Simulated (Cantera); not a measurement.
# Pyrogenic steam for wet oxidation

An isothermal, constant-pressure homogeneous reactor starts with H2 : O2 : N2 = 0.93 : 1 : 1.5 (molar parts), equivalence ratio 0.47, at 1123 K and 0.296 atm.

Computed with Cantera and the H2/O2 subset of GRI-Mech 3.0, which has no nitrogen chemistry. The temperature is held fixed by assumption; the heat of reaction is taken as removed at once.

```json
[
 {"t (s)": "7.00e-6", "x H2": "0.271", "x O2": "0.292", "x O": "5.22e-10", "x HO2": "2.54e-9", "x OH": "2.68e-10"},
 {"t (s)": "1.94e-5", "x H2": "0.271", "x O2": "0.292", "x O": "4.70e-9", "x HO2": "8.51e-9", "x OH": "2.24e-9"},
 {"t (s)": "5.38e-5", "x H2": "0.271", "x O2": "0.292", "x O": "4.51e-7", "x HO2": "2.35e-7", "x OH": "2.13e-7"},
 {"t (s)": "0.000149", "x H2": "0.101", "x O2": "0.218", "x O": "0.0151", "x HO2": "8.09e-5", "x OH": "0.00721"},
 {"t (s)": "0.000413", "x H2": "0.00319", "x O2": "0.181", "x O": "0.000676", "x HO2": "6.36e-5", "x OH": "0.000988"},
 {"t (s)": "0.00115", "x H2": "0.000578", "x O2": "0.181", "x O": "7.05e-5", "x HO2": "2.12e-5", "x OH": "0.000263"},
 {"t (s)": "0.00318", "x H2": "0.000101", "x O2": "0.180", "x O": "1.13e-5", "x HO2": "4.99e-6", "x OH": "0.000115"},
 {"t (s)": "0.00881", "x H2": "1.14e-5", "x O2": "0.180", "x O": "2.06e-6", "x HO2": "8.08e-7", "x OH": "5.44e-5"},
 {"t (s)": "0.0244", "x H2": "8.88e-7", "x O2": "0.180", "x O": "4.77e-7", "x HO2": "1.38e-7", "x OH": "2.69e-5"},
 {"t (s)": "0.0677", "x H2": "1.13e-7", "x O2": "0.180", "x O": "1.38e-7", "x HO2": "3.65e-8", "x OH": "1.45e-5"},
 {"t (s)": "0.188", "x H2": "3.12e-8", "x O2": "0.180", "x O": "4.52e-8", "x HO2": "1.31e-8", "x OH": "8.25e-6"},
 {"t (s)": "0.520", "x H2": "1.06e-8", "x O2": "0.180", "x O": "1.59e-8", "x HO2": "6.65e-9", "x OH": "4.89e-6"},
 {"t (s)": "1.44", "x H2": "4.56e-9", "x O2": "0.180", "x O": "6.32e-9", "x HO2": "5.68e-9", "x OH": "3.07e-6"},
 {"t (s)": "4.00", "x H2": "3.22e-9", "x O2": "0.180", "x O": "3.69e-9", "x HO2": "6.17e-9", "x OH": "2.35e-6"}
]
```
x: mole fraction; the columns are a selection and need not sum to one.

Equilibrium at this temperature and pressure: H2 3.12e-9, O2 0.180, O 3.43e-9, HO2 6.28e-9, OH 2.26e-6 (gas phase only).
